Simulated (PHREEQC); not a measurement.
A column of 0.1 m (40 cells, dispersivity 0.005 m, 720 s a shift, diffusion coefficient 3e-10 m²/s) holds 0.01 eq of the database's cation exchanger X per kg of pore water, first in equilibrium with 0.078 mol/kgw CaCl2, 0.0083 mol/kgw MgCl2 and 1e-05 mol/kgw HCl. It is flushed with 4.7 mmol/kgw KBr and 0.01 mmol/kgw HCl, at 40 °C. Values are for the last cell. CO2 from the air is kept out. No solid was allowed to form.

Base run: PHREEQC, ion-association model, phreeqc.dat. Each further column changes one thing. The table gives K in solution (mol/kgw).

```csv
pore volumes,base,exchange capacity from 0.01 to 0.005 eq/kgw,dispersivity from 0.005 to 0.01 m
0,0,0,0
0.6875,0.000452,0.000558,?
1.363,0.00261,0.00321,0.00300
2.038,0.00278,0.00342,0.00325
2.712,0.00335,0.00385,0.00334
3.612,0.00385,0.00420,?
4.287,0.00405,0.00433,0.00394
4.963,0.00417,0.00440,0.00409
5.638,0.00425,?,0.00419
6.312,0.00431,0.00449,0.00427
6.987,0.00436,0.00452,0.00432
```

Task: Some entries are withheld; supply them.

Result: 
- 0.6875, dispersivity from 0.005 to 0.01 m: 0.000892
- 3.612, dispersivity from 0.005 to 0.01 m: 0.00371
- 5.638, exchange capacity from 0.01 to 0.005 eq/kgw: 0.00445

At this temperature some constants are extrapolated from 25 °C, and those without enthalpy data are left unchanged.
